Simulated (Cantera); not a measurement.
Feed: 1 mol Ti, 1.3 mol O₂, 26 mol N₂, equilibrated at 1.00 mbar.

Cantera equilibrium calculation (NASA polynomials, part measured and part estimated; ideal gas, pure solids and liquids). Candidate condensed phases: Ti, TiN, TiO, TiO₂, Ti₂O₃, Ti₃O₅, Ti₄O₇; 12 gas species. The numbers say what is thermodynamically allowed, not how fast it happens.

Question: At 1248 K, list the 3 most abundant gas species with their mole fractions, and the condensed phases.

Answer: N₂ 0.989, O₂ 0.0114, NO 7.25e-5. Condensed: TiO₂(rutile).
